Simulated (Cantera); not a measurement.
Charge: 1 mol Ti(OiPr)4, 5.9 mol H2O, 1.4 mol H2, held at 19.0 mbar.

Method: chemical equilibrium by Gibbs-energy minimisation in Cantera with the NASA 1993 tables (ideal gas, pure condensed phases). Candidate condensed phases: C, C6H6, C7H8, C8H18, H2O, Ti, TiC, TiO, TiO2, Ti2O3, Ti3O5, Ti4O7; 113 gas species. The feed counts by its element totals alone. TiC: taken at fixed stoichiometry. Condensed phases not in the tables: Magnéli phases beyond Ti4O7. Rates play no part.

log p: log10 of the partial pressure in bar; n: condensed amount in mol.

| T (K) | log p H2 | log p CO | log p H | log p H2O | log p CH4 | n C(graphite) | n TiO2(rutile) | n Ti4O7(s) | n Ti3O5(s) | n TiC(s) |
|---|---|---|---|---|---|---|---|---|---|---|
| 1050 | -1.86 | -2.29 | -9.02 | -4.89 | -4.96 | 4.11 | 1.00 | 0 | 0 | 0 |
| 1150 | -1.86 | -2.28 | -8.06 | -5.47 | -5.35 | 3.85 | 0 | 0.250 | 0 | 0 |
| 1250 | -1.86 | -2.28 | … | … | … | 3.77 | 0 | 0 | … | 0 |
| 1350 | -1.89 | -2.22 | -6.57 | -6.35 | -6.01 | 1.10 | 0 | 0 | 0 | 1.00 |
| 1450 | -1.89 | -2.22 | … | … | … | 1.10 | 0 | 0 | 0 | 1.00 |
| 1550 | -1.89 | -2.22 | -5.45 | -7.02 | -6.47 | 1.10 | 0 | 0 | 0 | 1.00 |
| 1650 | -1.89 | -2.22 | -4.99 | -7.30 | -6.65 | 1.10 | 0 | 0 | 0 | 1.00 |
| 1750 | -1.89 | -2.22 | -4.58 | -7.54 | -6.82 | 1.09 | 0 | 0 | 0 | 1.00 |

Problem. Some entries are withheld; supply them.

Solution. 
- 1250, log p H: -7.25
- 1250, log p H2O: -5.96
- 1250, log p CH4: -5.69
- 1250, n Ti3O5(s): 0.333
- 1450, log p H: -5.97
- 1450, log p H2O: -6.71
- 1450, log p CH4: -6.26
